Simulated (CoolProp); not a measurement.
Sulfur dioxide along the isobar 4490 kPa: Z from the reference equation and from simpler models built on Tc = 430.6 K, pc = 7887 kPa, ω = 0.256; each cubic takes its own stable root.

The numbers come from the reference Helmholtz-energy equation of state, Gao 2016 in CoolProp.

```tsv
T (K)	phase	reference
373.9	liquid	0.08244
389	liquid	0.08498
404.2	gas	0.6687
419.3	gas	0.7304
434.4	gas	0.7735
449.5	gas	0.8062
464.6	gas	0.8323
479.7	gas	0.8536
494.8	gas	0.8714
509.9	gas	0.8865
525	gas	0.8994
```

Q: How far does each simpler model (van der Waals, Redlich-Kwong, Soave-Redlich-Kwong, Peng-Robinson) lie from the reference over these 11 states: mean and median of the absolute difference, and the worst?

A: 
- van der Waals: mean 75.7 %, median 2.0 %, worst +736.0 % at 389 K and 4490 kPa
- Redlich-Kwong: mean 5.4 %, median 1.2 %, worst +25.1 % at 389 K and 4490 kPa
- Soave-Redlich-Kwong: mean 3.8 %, median 0.6 %, worst +17.9 % at 389 K and 4490 kPa
- Peng-Robinson: mean 1.7 %, median 1.6 %, worst +4.2 % at 389 K and 4490 kPa

At some of these states van der Waals gives the other phase, because its saturation line lies elsewhere.
